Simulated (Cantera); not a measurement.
An isothermal, constant-pressure homogeneous reactor starts with 20.4 % N₂O, 0.153 % H₂, 79.5 % N₂, at 1075 K and 0.180 bar.

Computed with Cantera and GRI-Mech 3.0 (53 species, 325 reactions). GRI-Mech 3.0 was tuned for natural gas; its chemistry of N2O as a main component is partial and can be far from experiment. The mechanism lacks the step 2 NO + O2 → 2 NO2, which can matter for NO2 below about 1400 K. The temperature is held fixed by assumption; the heat of reaction is taken as removed at once.

Predict: x(N₂O) at 20.0 s; x(O₂) at 20.0 s; x(NO₂) at 20.0 s; x(O) at 20.0 s; x(H₂O) at 20.0 s.


```json
{
 "x(N₂O) at 20.0 s": "0.171 (gas-phase equilibrium 1.68e-9)",
 "x(O₂) at 20.0 s": "0.0135 (gas-phase equilibrium 0.0918)",
 "x(NO₂) at 20.0 s": "2.39e-5 (gas-phase equilibrium 4.45e-7)",
 "x(O) at 20.0 s": "1.89e-7 (gas-phase equilibrium 9.43e-10)",
 "x(H₂O) at 20.0 s": "0.00151 (gas-phase equilibrium 0.00139)"
}
```
